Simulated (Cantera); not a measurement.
A closed system holds: 1 mol V2O3, 1000 mol H2, a varied amount of N2, at 100 Torr.

Cantera equilibrium calculation (NASA polynomials, part measured and part estimated; ideal gas, pure solids and liquids). Candidate condensed phases: H2O, V, VN, VO, V2O3, V2O4, V2O5; 28 gas species. Mutual solubility and eutectic melting of coexisting phases are not modelled. VN, VO: taken at fixed stoichiometry. Condensed phases not in the tables: the oxides between V2O3 and V2O5 other than VO2, solid solutions among these carbides, nitrides and lower oxides, V2N. The numbers say what is thermodynamically allowed, not how fast it happens.

### Question
What condenses at these points (T in °C, n(N2) in mol): (975, 7.4); (975, 6.2); (975, 5.1); (1025, 5.1); (1175, 9.7); (725, 4)?

### Answer
```csv
T (°C),n(N2) in mol,condensed phases,V condensed (%)
975,7.4,VN + V2O3,100.0
975,6.2,VN + V2O3,100.0
975,5.1,VN + V2O3,100.0
1025,5.1,VO + V2O3,100.0
1175,9.7,VO,100.0
725,4,VN + V2O3,100.0
```
